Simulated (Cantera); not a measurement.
Feed: 1 mol TiCl₄, 0.22 mol C₃H₈, 4.5 mol H₂, equilibrated at 0.310 bar.

Equilibrium computed with Cantera from the NASA thermochemical tables; the gas is ideal and each condensed phase is pure. Candidate condensed phases: C, C₆H₆, C₇H₈, C₈H₁₈, Ti, TiC, TiCl₂, TiCl₃, TiCl₄; 96 gas species. The tables' values for TiCl₂ are old estimates; treat these amounts as uncertain. TiC: taken at fixed stoichiometry. Rates play no part.

x: gas mole fraction; n: condensed amount in mol.

| T (°C) | x H₂ | x HCl | x TiCl₃ | x TiCl₄ | x TiCl₂ | x H | n C(graphite) | n TiC(s) |
|---|---|---|---|---|---|---|---|---|
| 1225 | 0.562 | 0.387 | 0.0264 | 0.0240 | 5.61e-5 | [?] | 0.0167 | 0.641 |
| 1275 | 0.554 | 0.398 | 0.0284 | 0.0193 | 9.86e-5 | [?] | 0 | 0.659 |
| 1325 | 0.552 | 0.400 | 0.0315 | 0.0160 | 0.000177 | [?] | 0 | 0.659 |
| 1375 | 0.549 | 0.403 | 0.0341 | 0.0131 | 0.000302 | [?] | 0 | 0.659 |
| 1425 | 0.547 | 0.405 | 0.0362 | 0.0107 | 0.000491 | [?] | 0 | 0.660 |
| 1475 | 0.546 | 0.407 | 0.0378 | 0.00877 | 0.000767 | [?] | 0 | 0.660 |
| 1525 | 0.544 | 0.408 | 0.0390 | 0.00717 | 0.00116 | [?] | 0 | 0.660 |
| 1575 | 0.542 | 0.409 | 0.0397 | 0.00586 | 0.00169 | [?] | 0 | 0.660 |
| 1625 | 0.541 | 0.410 | 0.0400 | 0.00480 | 0.00239 | [?] | 0 | 0.660 |
| 1675 | 0.539 | 0.411 | 0.0399 | 0.00393 | 0.00329 | [?] | 0 | 0.660 |

Task: Complete the blanks.

Result: 
- 1225, x H: 2.31e-5
- 1275, x H: 4.12e-5
- 1325, x H: 7.10e-5
- 1375, x H: 0.000119
- 1425, x H: 0.000192
- 1475, x H: 0.000303
- 1525, x H: 0.000466
- 1575, x H: 0.000701
- 1625, x H: 0.00103
- 1675, x H: 0.00149
